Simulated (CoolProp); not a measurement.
A closed Brayton cycle with carbon dioxide: compressor inlet 322.15 K and 9.6 MPa, high pressure 24.6 MPa, turbine inlet 910 K, compressor efficiency 0.85, turbine efficiency 0.85, recuperator effectiveness 0.9 (on enthalpy, no pinch check). Each further row changes one setting.

Values from CoolProp's reference Helmholtz-energy equation of state, Span 1996.

| case | thermal efficiency (%) | net work (kJ/kg) | compressor to turbine work | compressor exit (K) | turbine exit (K) |
|---|---|---|---|---|---|
| as stated | 33.8 | 92.2 | 0.29 | 384.4 | 796.1 |
| turbine inlet 860 K | ? | ? | 0.31 | 384.4 | 749.9 |
| compressor inlet 332.15 K | 32.7 | ? | 0.36 | ? | 796.1 |
| high pressure 20.9 MPa | 31.9 | 79.0 | 0.28 | 373.4 | 815.3 |
| recuperator effectiveness 0.5 | ? | 92.2 | 0.29 | 384.4 | 796.1 |

Fill in the missing entries.


- turbine inlet 860 K, thermal efficiency (%): 32.5
- turbine inlet 860 K, net work (kJ/kg): 84.3
- compressor inlet 332.15 K, net work (kJ/kg): 83.2
- compressor inlet 332.15 K, compressor exit (K): 408.0
- recuperator effectiveness 0.5, thermal efficiency (%): 19.7
